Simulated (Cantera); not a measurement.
Feed: 1 mol SiCl4, 0.19 mol NH3, 69 mol H2, at 1330 Pa.

Method: chemical equilibrium by Gibbs-energy minimisation in Cantera with the NASA 1993 tables (ideal gas, pure condensed phases). Candidate condensed phases: NH4Cl, Si, Si3N4; 28 gas species. The tables' values for SiCl3 are old estimates; treat these amounts as uncertain. Kinetics and transport are ignored. All values below are at 1550 K.

Base state: H2 0.949, HCl 0.0429, SiCl2 0.00646, N2 0.00133, H 0.000266, SiCl3 5.99e-5 (mole fractions); condensed: Si(s).

Task: What changes in the equilibrium state with this change: pressure from 1330 Pa to 63000 Pa?

Result: 
```
species          before     after
-------------  --------  --------
H2                0.949     0.951
HCl              0.0429    0.0418
SiCl2           0.00646   0.00611
N2              0.00133  0.000195
SiH3Cl          2.46e-7   1.13e-5
SiH2Cl2         1.87e-6   8.38e-5
SiHCl3          4.22e-6  0.000184
SiCl4           1.55e-6   6.56e-5
H              0.000266   3.87e-5
Si(s), mol        0.533     0.391
Si3N4(s), mol         0    0.0405
```
Mutual solubility and eutectic melting of coexisting phases are not modelled.
